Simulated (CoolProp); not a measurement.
n-undecane along the isotherm 346.85 °C: density (kg/m³) from the reference equation and from simpler models built on Tc = 365.7 °C, pc = 19.90 bar, ω = 0.539; each cubic takes its own stable root.

Values from CoolProp's reference Helmholtz-energy equation of state, Aleksandrov 2011. It is a short technical equation, of lower accuracy than the large ones.

```csv
p (bar),phase,reference,van der Waals,Redlich-Kwong,Soave-Redlich-Kwong,Peng-Robinson
1.99,gas,6.315,6.239,6.273,6.280,6.306
3.98,gas,13.29,12.94,13.09,13.13,13.24
5.97,gas,21.11,20.23,20.60,20.69,20.97
7.96,gas,30.08,28.24,28.99,29.20,29.74
9.95,gas,40.71,37.25,38.58,39.02,39.96
11.9,gas,53.71,47.44,49.70,50.57,52.14
13.9,gas,72.25,60.12,64.04,65.96,68.59
15.9,liquid,392.0,77.23,84.87,289.6,325.0
17.9,liquid,401.1,215.1,278.4,303.2,339.8
19.9,liquid,408.3,232.5,293.8,313.5,351.0
21.9,liquid,414.3,242.8,305.0,321.8,360.3
23.9,liquid,419.5,250.4,314.0,329.0,368.2
25.9,liquid,424.0,256.6,321.7,335.3,375.3
27.9,liquid,428.2,261.8,328.4,341.0,381.5
29.9,liquid,431.9,266.4,334.4,346.2,387.3
```

At some of these states van der Waals, Redlich-Kwong gives the other phase, because its saturation line lies elsewhere.
